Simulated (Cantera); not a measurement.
Feed: 1 mol CH3SiCl3, 0.0093 mol C3H8, 3.2 mol H2, at 1577 °C and 0.170 bar.

Equilibrium computed with Cantera from the NASA thermochemical tables; the gas is ideal and each condensed phase is pure. Candidate condensed phases: C, C6H6, C7H8, C8H18, Si, SiC; 109 gas species. The feed counts by its element totals alone. The tables' values for SiCl3, SiCl are old estimates; treat these amounts as uncertain. Kinetics and transport are ignored.

Base state: H2 0.551, HCl 0.417, SiCl2 0.0274, SiCl3 0.00258, H 0.000970, Cl 0.000557, SiCl4 0.000358, C2H2 (acetylene) 0.000144 (mole fractions); condensed: C(graphite) + SiC(s).

**Question.** What changes in the equilibrium state with this change: H2 from 3.2 to 110 mol?

**Answer.** 
```tsv
species	before	after
H2	0.551	0.972
HCl	0.417	0.0263
H	0.000970	0.00129
SiCl2	0.0274	8.65e-5
SiCl4	0.000358	2.57e-9
SiCl3	0.00258	3.88e-7
SiHCl3	0.000134	2.68e-8
Cl	0.000557	2.65e-5
C(graphite), mol	0.216	0
SiC(s), mol	0.810	0.990
```

**Question.** What changes in the equilibrium state with this change: temperature from 1577 °C to 902 °C?

**Answer.** 
```json
[
 {"species": "H2", "before": "0.551", "after": "0.682"},
 {"species": "HCl", "before": "0.417", "after": "0.249"},
 {"species": "SiCl4", "before": "0.000358", "after": "0.0619"},
 {"species": "SiCl2", "before": "0.0274", "after": "0.000300"},
 {"species": "SiCl", "before": "1.71e-5", "after": "<1e-9"},
 {"species": "Cl", "before": "0.000557", "after": "7.84e-8"},
 {"species": "H", "before": "0.000970", "after": "2.45e-7"},
 {"species": "C2H2 (acetylene)", "before": "0.000144", "after": "4.34e-8"},
 {"species": "CH4", "before": "3.38e-5", "after": "0.00151"},
 {"species": "C(graphite), mol", "before": "0.216", "after": "0.414"},
 {"species": "SiC(s), mol", "before": "0.810", "after": "0.605"}
]
```
The tables' values for SiCl3 are old estimates; treat these amounts as uncertain.

**Question.** What changes in the equilibrium state with this change: pressure from 0.170 bar to 0.100 bar?

**Answer.** 
```csv
species,before,after
H2,0.551,0.550
HCl,0.417,0.418
SiCl2,0.0274,0.0276
SiCl3,0.00258,0.00201
CH4,3.38e-5,1.98e-5
SiHCl3,0.000134,7.98e-5
SiCl4,0.000358,0.000215
Cl,0.000557,0.000730
SiCl,1.71e-5,2.24e-5
"C(graphite), mol",0.216,0.213
"SiC(s), mol",0.810,0.813
```
